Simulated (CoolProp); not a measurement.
Properties of R236FA along the isotherm 11.65 °C.

Model: reference Helmholtz-energy equation of state, Pan 2012, in CoolProp.

```json
[
 {"p (MPa)": "3.99", "phase": "liquid", "density (kg/m³)": "1420", "speed of sound (m/s)": "612.1", "conductivity (mW/(m K))": "78.9"},
 {"p (MPa)": "7.98", "phase": "liquid", "density (kg/m³)": "1434", "speed of sound (m/s)": "___", "conductivity (mW/(m K))": "80.8"},
 {"p (MPa)": "12", "phase": "liquid", "density (kg/m³)": "1447", "speed of sound (m/s)": "664.1", "conductivity (mW/(m K))": "82.5"},
 {"p (MPa)": "16", "phase": "liquid", "density (kg/m³)": "___", "speed of sound (m/s)": "687.0", "conductivity (mW/(m K))": "84.1"},
 {"p (MPa)": "19.9", "phase": "liquid", "density (kg/m³)": "1470", "speed of sound (m/s)": "707.8", "conductivity (mW/(m K))": "85.6"},
 {"p (MPa)": "23.9", "phase": "liquid", "density (kg/m³)": "1481", "speed of sound (m/s)": "___", "conductivity (mW/(m K))": "87.0"},
 {"p (MPa)": "27.9", "phase": "liquid", "density (kg/m³)": "1491", "speed of sound (m/s)": "___", "conductivity (mW/(m K))": "88.4"},
 {"p (MPa)": "31.9", "phase": "liquid", "density (kg/m³)": "1500", "speed of sound (m/s)": "764.9", "conductivity (mW/(m K))": "___"}
]
```

Fill in the missing entries.


- 7.98, speed of sound (m/s): 639.2
- 16, density (kg/m³): 1459
- 23.9, speed of sound (m/s): 727.9
- 27.9, speed of sound (m/s): 746.9
- 31.9, conductivity (mW/(m K)): 89.7

Thermal conductivity comes from a separate model (Huber 2003), an estimate that may be off by 10 % or more.
